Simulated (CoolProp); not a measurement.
The numbers come from the reference Helmholtz-energy equation of state, Lemmon 2006 in CoolProp. It is a short technical equation, of lower accuracy than the large ones.

Problem. For acetone, give the phase and the Z, cp (kJ/(kg K)), cv (kJ/(kg K)), speed of sound (m/s) at 139.15 °C and 4.91 bar; 162.75 °C and 4.91 bar; 186.35 °C and 4.91 bar.

Solution. 
- 139.15 °C and 4.91 bar: gas; Z 0.903, cp 1.86, cv 1.61, speed of sound 235
- 162.75 °C and 4.91 bar: gas; Z 0.924, cp 1.85, cv 1.63, speed of sound 245
- 186.35 °C and 4.91 bar: gas; Z 0.938, cp 1.87, cv 1.67, speed of sound 254
